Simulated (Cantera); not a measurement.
Charge: 1 mol SiO₂, a varied amount of NF₃, 2.1 mol H₂, equilibrated at 1125 K and 11.0 Pa.

Equilibrium computed with Cantera from the NASA thermochemical tables; the gas is ideal and each condensed phase is pure. Candidate condensed phases: H₂O, Si, SiO₂, Si₂N₂O, Si₃N₄; 58 gas species. Equilibrium is a limit: real reactors are often held back by kinetics, nucleation or transport.

x: gas mole fraction; n: condensed amount in mol.

```tsv
n(NF₃) (mol)	x HF	x F	x N₂	x SiF₄	x O₂	x H₂O	n SiO₂(β-quartz)
1.8	0.702	1.53e-8	0.160	0.0638	0.0532	0.0212	0.640
2.2	[?]	[?]	0.170	[?]	[?]	[?]	[?]
2.7	[?]	[?]	0.181	[?]	[?]	[?]	0
3.4	0.424	0.202	0.172	0.101	0.101	<1e-12	0
4.2	0.331	0.346	0.165	0.0788	0.0787	<1e-12	0
5.1	0.265	0.448	0.161	0.0631	0.0631	<1e-12	0
6.3	0.210	0.533	0.157	0.0499	0.0499	<1e-12	0
7.8	0.166	0.600	0.154	0.0395	0.0395	<1e-12	0
9.7	0.132	0.653	0.152	0.0313	0.0313	<1e-12	0
```

Task: What belongs in the gaps?

Result: 
- 2.7, x HF: 0.548
- 2.7, x F: 2.66e-8
- 2.7, x SiF₄: 0.134
- 2.7, x O₂: 0.130
- 2.7, x H₂O: 0.00669
- 2.2, x HF: 0.624
- 2.2, x F: 1.96e-8
- 2.2, x SiF₄: 0.0996
- 2.2, x O₂: 0.0929
- 2.2, x H₂O: 0.0134
- 2.2, n SiO₂(β-quartz): 0.357
